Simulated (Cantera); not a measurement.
An isothermal, constant-pressure homogeneous reactor starts with C3H8 : H2 = 1 : 2.3 (molar parts), at 1325 K and 100.0 Torr. Integrator tolerance rtol = 1e-08.

Detailed kinetics in Cantera: GRI-Mech 3.0 (53 species, 325 reactions). GRI-Mech 3.0 was tuned for natural gas; its chemistry of propane as a main component is partial and can be far from experiment. GRI-Mech 3.0 stops at C3 and has no aromatics, soot or wall deposition, so with more carbon than oxygen in the feed, carbon stays in small species such as C2H2 where larger ones or solid carbon would form.

```
quantity                                              before                                      after
-----------------  -----------------------------------------  -----------------------------------------
x(C3H8) at 3.00 s    1.33e-7 (gas-phase equilibrium 1.23e-7)  2.01e-11 (gas-phase equilibrium 1.97e-11)
x(H2) at 3.00 s          0.625 (gas-phase equilibrium 0.615)        0.758 (gas-phase equilibrium 0.758)
x(C2H6) at 3.00 s    9.43e-5 (gas-phase equilibrium 9.02e-5)    1.92e-7 (gas-phase equilibrium 1.88e-7)
x(CH4) at 3.00 s         0.176 (gas-phase equilibrium 0.189)    0.00449 (gas-phase equilibrium 0.00441)
x(C2H4) at 3.00 s      0.0297 (gas-phase equilibrium 0.0281)  0.000953 (gas-phase equilibrium 0.000953)
x(H) at 3.00 s       3.86e-6 (gas-phase equilibrium 3.54e-6)  0.000446 (gas-phase equilibrium 0.000446)
x(C2H) at 3.00 s   5.74e-10 (gas-phase equilibrium 5.28e-10)    8.72e-7 (gas-phase equilibrium 8.72e-7)
```

Task: Name the change that produced these shifts.
(A) pressure from 100.0 Torr to 0.158 Torr
(B) temperature 1325 to 1725 K
(C) temperature 1325 to 1525 K
(D) pressure from 100.0 Torr to 0.263 Torr

Result: B, temperature 1325 to 1725 K
